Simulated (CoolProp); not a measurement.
The fluid at 298.15 K and 9.35 MPa flows at 0.11 m/s in a round tube of 10 mm bore and 0.25 µm roughness, fully developed (64/Re and Nu = 3.66 if laminar; Colebrook and Gnielinski if turbulent). The same conditions are run with several fluids, on thermodynamics alone (safety and materials aside).

Model: reference Helmholtz-energy equation of state of each fluid (methanol: de Reuck 1993; propylene: Lemmon 2013; n-nonane: Lemmon 2006; R13: Platzer 1990; o-xylene: Zhou 2012), in CoolProp. The equations of Platzer and Polt are older, rougher fits.

Task: Rank methanol, propylene, n-nonane, R13, o-xylene by Reynolds number, highest first.

Result: R13 (13000), propylene (5380), methanol (1520), o-xylene (1180), n-nonane (1100)

| fluid | Darcy friction factor | pressure drop (Pa/m) | heat-transfer coefficient (W/(m² K)) | mass flow (kg/h) |
|---|---|---|---|---|
| methanol | 0.0420 | 20.2 | 74.9 | 24.7 |
| propylene | 0.0367 | 11.7 | 333 | 16.5 |
| n-nonane | 0.0582 | 25.4 | 47.8 | 22.4 |
| R13 | 0.0289 | 19.1 | 308 | 33.9 |
| o-xylene | 0.0540 | 28.8 | 48.9 | 27.4 |

Transport values come from each fluid's own correlations; those of propylene, R13 are estimates that may be off by 10 % or more.
